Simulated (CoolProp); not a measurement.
The fluid at 293.15 K and 6.91 MPa flows at 0.1 m/s in a round tube of 50 mm bore and 0.25 µm roughness, fully developed (64/Re and Nu = 3.66 if laminar; Colebrook and Gnielinski if turbulent). The same conditions are run with several fluids, on thermodynamics alone (safety and materials aside).

Values from CoolProp's reference Helmholtz-energy equation of state of each fluid (R13: Platzer 1990; R236FA: Pan 2012; benzene: Thol 2012; ammonia: Gao 2020). The equations of Platzer and Polt are older, rougher fits.

| fluid | Reynolds number | Darcy friction factor | pressure drop (Pa/m) | heat-transfer coefficient (W/(m² K)) | mass flow (kg/h) |
|---|---|---|---|---|---|
| R13 | 60400 | 0.0201 | 2.16 | 224 | ___ |
| R236FA | ___ | 0.0257 | 3.62 | ___ | ___ |
| benzene | 6430 | 0.0348 | 3.08 | 157 | ___ |
| ammonia | ___ | ___ | 1.57 | 764 | ___ |

### Question
Some entries are withheld; supply them.

### Answer

- R13, mass flow (kg/h): 760
- R236FA, Reynolds number: 20500
- R236FA, heat-transfer coefficient (W/(m² K)): 210
- R236FA, mass flow (kg/h): 993
- benzene, mass flow (kg/h): 625
- ammonia, Reynolds number: 21500
- ammonia, Darcy friction factor: 0.0255
- ammonia, mass flow (kg/h): 435

Transport values come from each fluid's own correlations; those of R13, R236FA are estimates that may be off by 10 % or more.
